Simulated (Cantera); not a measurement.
Input (Python, Cantera) and output of one run.

```python
import numpy as np
import cantera as ct

gas_names = """
    CL CL2 H HCL H2 Si SiCL SiCL2 SiCL3 SiCL4 SiH SiHCL3 SiH2 SiH2CL2 SiH3 SiH3CL SiH4 Si2 Si3
""".split()
cond_names = """
    Si(cr) Si(L)
""".split()


def load(file, names, dense=False):
    # The tables refer to 1 bar. Condensed volumes are neglected.
    table = {s.name: s for s in ct.Species.list_from_file(file)}
    out = []
    for n in names:
        d = dict(table[n].input_data)
        d["thermo"] = dict(d["thermo"], **{"reference-pressure": 1e5})
        if dense:
            d["equation-of-state"] = {"model": "constant-volume", "density": "1e6 g/cm^3"}
        out.append(ct.Species.from_dict(d))
    return out


gas = ct.Solution(thermo="ideal-gas", species=load("nasa_gas.yaml", gas_names))
cond = {s.name: ct.Solution(thermo="fixed-stoichiometry", species=[s], name=s.name)
        for s in load("nasa_condensed.yaml", cond_names, dense=True)}
atoms = {
    'SiH2Cl2': {'Si': 1, 'H': 2, 'CL': 2},
    'H2': {'H': 2},
}
top_T = {}  # K; cautious upper limits of use, not melting points


def equilibrate(T, P, feed):
    n = {}
    for name, mol in feed.items():
        for a, k in atoms[name].items():
            n[a] = n.get(a, 0.0) + k * mol
    gas.TPX = T, P, n
    mass = sum(n.values()) * gas.mean_molecular_weight
    gas.equilibrate("TP")
    valid = [c for c in cond.values() if c.min_temp <= T <= top_T.get(c.name, c.max_temp)]
    mix = ct.Mixture([(gas, mass / gas.mean_molecular_weight)] + [(c, 0.0) for c in valid])
    mix.T, mix.P = T, P
    mix.equilibrate("TP", solver="vcs", rtol=1e-11, max_steps=5000)
    return mix


results = []
feed = {'SiH2Cl2': 1, 'H2': 33}  # mol
P = 200000  # Pa
for T in [1225, 1250, 1275, 1300, 1325, 1350, 1375, 1400, 1425, 1450, 1475, 1500]:
    mix = equilibrate(T, P, feed)
    results.append((T, P, feed, dict(zip(mix.species_names, mix.species_moles))))

top = {s: max(r[3][s] / sum(r[3][g] for g in gas_names) for r in results) for s in gas_names}
cols = sorted((s for s in top if top[s] > 0.0001), key=lambda s: -top[s])[:9]
seen = [c for c in cond_names if any(r[3].get(c, 0) > 1e-12 for r in results)]
print("log10 of partial pressures in bar; condensed amounts in mol")
print(f"{'T/K':>10s}" + "".join(f"{s[:9]:>10s}" for s in cols + seen))
for T, P, feed, n in results:
    ng = sum(n[g] for g in gas_names)
    print(f"{T:10.4g}" + "".join(f"{np.log10(max(n[s] / ng * P / 1e5, 1e-99)):10.3f}" for s in cols)
          + "".join(f"{n.get(c, 0):10.4g}" for c in seen))
```

It prints:

```
log10 of partial pressures in bar; condensed amounts in mol
       T/K        H2       HCL    SiHCL3     SiCL2     SiCL4   SiH2CL2     SiCL3    Si(cr)
      1225     0.287    -1.385    -1.970    -2.669    -2.136    -2.679    -2.851    0.5879
      1250     0.286    -1.338    -2.012    -2.562    -2.187    -2.702    -2.802    0.6074
      1275     0.285    -1.296    -2.059    -2.464    -2.247    -2.730    -2.762    0.6264
      1300     0.284    -1.259    -2.113    -2.376    -2.315    -2.761    -2.732    0.6446
      1325     0.284    -1.226    -2.173    -2.297    -2.392    -2.798    -2.712    0.6617
      1350     0.283    -1.197    -2.240    -2.227    -2.478    -2.839    -2.702    0.6772
      1375     0.282    -1.172    -2.314    -2.167    -2.573    -2.884    -2.701    0.6911
      1400     0.282    -1.151    -2.394    -2.114    -2.677    -2.934    -2.710     0.703
      1425     0.281    -1.134    -2.480    -2.069    -2.789    -2.988    -2.727     0.713
      1450     0.281    -1.120    -2.572    -2.032    -2.908    -3.045    -2.751    0.7212
      1475     0.280    -1.109    -2.667    -2.000    -3.032    -3.106    -2.782    0.7276
      1500     0.280    -1.100    -2.765    -1.974    -3.160    -3.168    -2.818    0.7326
```

Equilibrium computed with Cantera from the NASA thermochemical tables; the gas is ideal and each condensed phase is pure. The tables' values for SiCl3 are old estimates; treat these amounts as uncertain.
